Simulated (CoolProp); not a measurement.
Aqueous calcium chloride as a coolant, at 5 °C, 1 atm.

Model: Melinder's fits for secondary coolants, in CoolProp.

```json
[
 {"mass %": "3", "freezing point (°C)": "-1.4", "cp (kJ/(kg K))": "3.999", "Prandtl number": "11.4", "conductivity (W/(m K))": "0.569", "density (kg/m³)": "1024"},
 {"mass %": "5.5", "freezing point (°C)": "-2.6", "cp (kJ/(kg K))": "3.843", "Prandtl number": "11.6", "conductivity (W/(m K))": "0.567", "density (kg/m³)": "1046"},
 {"mass %": "8.1", "freezing point (°C)": "-4.3", "cp (kJ/(kg K))": "3.688", "Prandtl number": "11.9", "conductivity (W/(m K))": "0.565", "density (kg/m³)": "1070"},
 {"mass %": "10.6", "freezing point (°C)": "-6.4", "cp (kJ/(kg K))": "3.544", "Prandtl number": "12.3", "conductivity (W/(m K))": "0.563", "density (kg/m³)": "1093"},
 {"mass %": "13.1", "freezing point (°C)": "-8.9", "cp (kJ/(kg K))": "3.406", "Prandtl number": "12.8", "conductivity (W/(m K))": "0.560", "density (kg/m³)": "1117"},
 {"mass %": "15.6", "freezing point (°C)": "-11.8", "cp (kJ/(kg K))": "3.276", "Prandtl number": "13.5", "conductivity (W/(m K))": "0.558", "density (kg/m³)": "1141"},
 {"mass %": "18.1", "freezing point (°C)": "-15.2", "cp (kJ/(kg K))": "3.155", "Prandtl number": "14.5", "conductivity (W/(m K))": "0.555", "density (kg/m³)": "1165"},
 {"mass %": "20.7", "freezing point (°C)": "-19.5", "cp (kJ/(kg K))": "3.042", "Prandtl number": "15.7", "conductivity (W/(m K))": "0.552", "density (kg/m³)": "1191"},
 {"mass %": "23.2", "freezing point (°C)": "-24.5", "cp (kJ/(kg K))": "2.945", "Prandtl number": "17.4", "conductivity (W/(m K))": "0.549", "density (kg/m³)": "1216"},
 {"mass %": "25.7", "freezing point (°C)": "-31.1", "cp (kJ/(kg K))": "2.861", "Prandtl number": "19.4", "conductivity (W/(m K))": "0.546", "density (kg/m³)": "1243"}
]
```
